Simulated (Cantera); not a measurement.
# CuO + H2 + H2O (hydrogen reduction and annealing atmospheres)

A closed system holds: 1 mol CuO, 420 mol H2, 1.4 mol H2O, held at 3080 Torr.

These are equilibrium values from Cantera (NASA tables, ideal gas, pure condensed phases), not measurements of a reactor. Candidate condensed phases: Cu, CuO, Cu(OH)2, Cu2O, H2O; 12 gas species. The numbers say what is thermodynamically allowed, not how fast it happens.

From 623 K to 1223 K the condensed part is Cu(s). From 1423 K to 2023 K the condensed part is Cu(l). At 2223 K nothing is condensed.

| T (K) | x H2 | x H2O | x H | x Cu | x Cu2 | x OH | x O | n Cu(s) | n Cu(l) |
|---|---|---|---|---|---|---|---|---|---|
| 623 | 0.994 | 0.00570 | <1e-12 | <1e-12 | <1e-12 | <1e-12 | <1e-12 | 1.00 | 0 |
| 823 | 0.994 | 0.00570 | 3.61e-12 | <1e-12 | <1e-12 | <1e-12 | <1e-12 | 1.00 | 0 |
| 1023 | 0.994 | 0.00570 | 2.04e-9 | 9.37e-12 | <1e-12 | <1e-12 | <1e-12 | 1.00 | 0 |
| 1223 | 0.994 | 0.00570 | 1.48e-7 | 5.59e-9 | <1e-12 | 7.64e-12 | <1e-12 | 1.000 | 0 |
| 1423 | 0.994 | 0.00570 | 3.27e-6 | 5.10e-7 | 1.18e-10 | 4.07e-10 | <1e-12 | 0 | 1.000 |
| 1623 | 0.994 | 0.00570 | 3.40e-5 | 1.35e-5 | 1.10e-8 | 8.16e-9 | <1e-12 | 0 | 0.994 |
| 1823 | 0.994 | 0.00569 | 0.000213 | 0.000172 | 3.63e-7 | 8.50e-8 | 1.40e-11 | 0 | 0.927 |
| 2023 | 0.992 | 0.00568 | 0.000934 | 0.00130 | 5.79e-6 | 5.58e-7 | 3.81e-10 | 0 | 0.447 |
| 2223 | 0.989 | 0.00567 | 0.00315 | 0.00235 | 6.65e-6 | 2.61e-6 | 5.75e-9 | 0 | 0 |
x: gas mole fraction; n: condensed amount in mol.
